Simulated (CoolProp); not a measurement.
Vapour-liquid equilibrium of ethane (1) + CHF3 (R23) (2) at 232.2 K; x and y are mole fractions of (1).

Computed with CoolProp (multi-fluid Helmholtz-energy mixture model, Bücker 2006 and Penoncello 2003; pair parameters Bell 2016).

```json
[
 {"x": "0.05", "bubble pressure (kPa)": "833.5", "y at the bubble point": "0.194", "dew pressure at overall composition x (kPa)": "716.6", "liquid density (mol/L)": "17.88"},
 {"x": "0.15", "bubble pressure (kPa)": "1008", "y at the bubble point": "0.362", "dew pressure at overall composition x (kPa)": "794.8", "liquid density (mol/L)": "17.30"},
 {"x": "0.25", "bubble pressure (kPa)": "1085", "y at the bubble point": "0.433", "dew pressure at overall composition x (kPa)": "887.1", "liquid density (mol/L)": "16.79"},
 {"x": "0.35", "bubble pressure (kPa)": "1119", "y at the bubble point": "0.472", "dew pressure at overall composition x (kPa)": "994.0", "liquid density (mol/L)": "16.38"},
 {"x": "0.45", "bubble pressure (kPa)": "1132", "y at the bubble point": "0.500", "dew pressure at overall composition x (kPa)": "1101", "liquid density (mol/L)": "16.06"},
 {"x": "0.55", "bubble pressure (kPa)": "1134", "y at the bubble point": "0.526", "dew pressure at overall composition x (kPa)": "1127", "liquid density (mol/L)": "15.85"},
 {"x": "0.65", "bubble pressure (kPa)": "1123", "y at the bubble point": "0.558", "dew pressure at overall composition x (kPa)": "1051", "liquid density (mol/L)": "15.74"},
 {"x": "0.75", "bubble pressure (kPa)": "1091", "y at the bubble point": "0.605", "dew pressure at overall composition x (kPa)": "956.3", "liquid density (mol/L)": "15.71"},
 {"x": "0.85", "bubble pressure (kPa)": "1018", "y at the bubble point": "0.685", "dew pressure at overall composition x (kPa)": "867.2", "liquid density (mol/L)": "15.75"},
 {"x": "0.95", "bubble pressure (kPa)": "871.4", "y at the bubble point": "0.845", "dew pressure at overall composition x (kPa)": "788.7", "liquid density (mol/L)": "15.84"}
]
```

y crosses x between x = 0.45 and 0.55: the model has an azeotrope there.

Pair parameters are fitted to limited data, so mixtures are less certain than the pure fluids. With so large a gap from Raoult's law the liquid may split in two, which this calculation doesn't test in full.
